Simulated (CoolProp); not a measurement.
Properties of methanol at several states (Tc = 513.4 K, pc = 8.216 MPa, ω = 0.565).

Values from CoolProp's reference Helmholtz-energy equation of state, de Reuck 1993.

| T (K) | p (MPa) | phase | isothermal compressibility (1/MPa) | Prandtl number |
|---|---|---|---|---|
| 491.7 | 0.019 | gas | 52.68 | 0.806 |
| 485.5 | 0.0707 | gas | 14.19 | 0.810 |
| 595.4 | 14.4 | supercritical | 0.1151 | 1.50 |
| 215.9 | 27 | liquid | 0.0006153 | 32.0 |
| 588.5 | 0.123 | gas | 8.153 | 0.792 |
| 586.3 | 2.05 | gas | 0.5152 | 0.823 |

Viscosity comes from a separate model (Xiang 2006). Thermal conductivity comes from a separate model (Sykioti 2013).
